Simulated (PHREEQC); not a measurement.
Solution (20 °C): 4.1 mmol/kgw LiNO3 and 0.068 mmol/kgw AlCl3. Closed to the air; pH follows from the charge balance.

The numbers come from PHREEQC with the ion-association model, phreeqc.dat.

### Question
The ionic strength comes out as 0.00447 mol/kgw. What activity coefficients do Al+3, H+, NO3-, Cl-, Al(OH)2+ get?

### Answer
Al+3 0.56, H+ 0.94, NO3- 0.93, Cl- 0.93, Al(OH)2+ 0.93.

No solid was allowed to form. The solution is supersaturated, for example in Gibbsite (slow to form), so a real one may precipitate; this is no full list.
